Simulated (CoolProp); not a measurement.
Nitrous oxide along the isotherm 314.1 K: fugacity coefficient from the reference equation and from simpler models built on Tc = 309.5 K, pc = 7245 kPa, ω = 0.161; each cubic takes its own stable root.

Computed with CoolProp (reference Helmholtz-energy equation of state, Lemmon 2006). It is a short technical equation, of lower accuracy than the large ones.

```csv
p (kPa),phase,reference
679,gas,0.9692
1360,gas,0.9387
2040,gas,0.9086
2720,gas,0.8787
3400,gas,0.8490
4080,gas,0.8195
4750,gas,0.7904
5430,gas,0.7609
6110,gas,0.7311
6790,gas,0.7006
7470,supercritical,0.6687
8150,supercritical,0.6324
8830,supercritical,0.5952
9510,supercritical,0.5625
10200,supercritical,0.5334
10900,supercritical,0.5076
```

Problem. How far does each simpler model (van der Waals, Soave-Redlich-Kwong, Peng-Robinson) lie from the reference over these 16 states: mean and median of the absolute difference, and the worst?

Solution. 
- van der Waals: mean 3.6 %, median 3.5 %, worst +7.3 % at 314.1 K and 10900 kPa
- Soave-Redlich-Kwong: mean 0.9 %, median 0.6 %, worst +2.7 % at 314.1 K and 10900 kPa
- Peng-Robinson: mean 1.8 %, median 2.0 %, worst -2.6 % at 314.1 K and 7470 kPa
